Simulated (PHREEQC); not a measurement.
A solution holds 0.0061 mol H2SO4, 0.00036 mol ZnSO4 and 7.4e-05 mol MgCl2 per kg of water, at 25 °C. Closed to the air; pH follows from the charge balance.

Computed with PHREEQC (ion-association model, phreeqc.dat).

Each row changes one thing in this solution. Precipitation was switched off in this run.

| case | pH | ionic strength (mol/kgw) | SO4-2 (mol/kgw) | HSO4- (mol/kgw) |
|---|---|---|---|---|
| as made | 2.05 | 0.0147 | 0.00396 | 0.00238 |
| ZnSO4 left out | 2.05 | 0.0138 | 0.00377 | 0.00231 |
| temperature from 25 to 15 °C | 2.04 | … | 0.00422 | 0.00212 |
| diluted 5-fold with water | 2.67 | 0.00357 | 0.00109 | 0.000187 |
| MgCl2 replaced by SrCl2 at the same molality | 2.05 | 0.0147 | 0.00396 | 0.00238 |
| diluted 2-fold with water | 2.31 | … | 0.00234 | 0.000838 |
| MgCl2 from 7.4e-05 to 6.66e-05 mol/kgw | 2.05 | 0.0147 | 0.00396 | 0.00238 |
| H2SO4 from 0.0061 to 0.00671 mol/kgw | 2.02 | … | 0.00422 | 0.00273 |
| temperature from 25 to 85 °C | 2.15 | 0.0107 | 0.00194 | 0.00441 |

### Question
Fill in the missing entries.

### Answer

- temperature from 25 to 15 °C, ionic strength (mol/kgw): 0.0153
- diluted 2-fold with water, ionic strength (mol/kgw): 0.00812
- H2SO4 from 0.0061 to 0.00671 mol/kgw, ionic strength (mol/kgw): 0.0158

Species that the database lacks are ignored. Constants without temperature data keep their 25 °C values here.
